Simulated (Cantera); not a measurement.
Charge: 1 mol Ta2O5, 0.37 mol C, 3.7 mol H2, 0.94 mol CO, at 1330 Pa.

Equilibrium computed with Cantera from the NASA thermochemical tables; the gas is ideal and each condensed phase is pure. Candidate condensed phases: C, C6H6, C7H8, C8H18, H2O, Ta, TaC, Ta2O5; 113 gas species. Mutual solubility and eutectic melting of coexisting phases are not modelled. TaC: taken at fixed stoichiometry. Condensed phases not in the tables: Ta2C. Equilibrium is a limit: real reactors are often held back by kinetics, nucleation or transport.

Over these rows the condensed part is TaC(s) + Ta2O5(s). Partial pressures as log10 of bar:

| T (K) | 1000/T (1/K) | log p CH4 | log p H2 | log p CO |
|---|---|---|---|---|
| 1125 | 0.8889 | -5.88 | -2.00 | -2.49 |
| 1150 | 0.8696 | ? | -2.00 | -2.49 |
| 1175 | 0.8511 | -6.39 | -2.00 | -2.49 |
| 1200 | 0.8333 | -6.63 | -2.00 | -2.49 |
| 1225 | 0.8163 | -6.86 | -2.00 | -2.49 |
| 1250 | 0.8000 | -7.08 | -2.00 | -2.49 |

Question: Fit log p(CH4) = a + b·(1000/T) to the five rows, give the apparent enthalpy, and predict the row at 1150 K.

Answer: Means: 1000/T = 0.8379, log p = -6.568. Sxy = 0.063435, Sxx = 0.0046994, so b = 13.50 and a = -6.568 − (13.50)×0.8379 = -17.88.
Apparent enthalpy: −19.145 × (13.50) = -258 kJ/mol. With the condensed phases at unit activity, 2/7 TaC(s) + 2 H2(g) + 5/7 CO(g) = CH4(g) + 1/7 Ta2O5(s) links this pressure to the main gases: over the six rows their terms move log p by +0.00 in all, so the slope is close to that reaction's ΔH°. The five rows lie within 0.01 of the line.
Prediction at 1150 K: -17.88 + (13.50)×0.8696 = -6.14. The computed value is -6.14, 0.00 from the line.
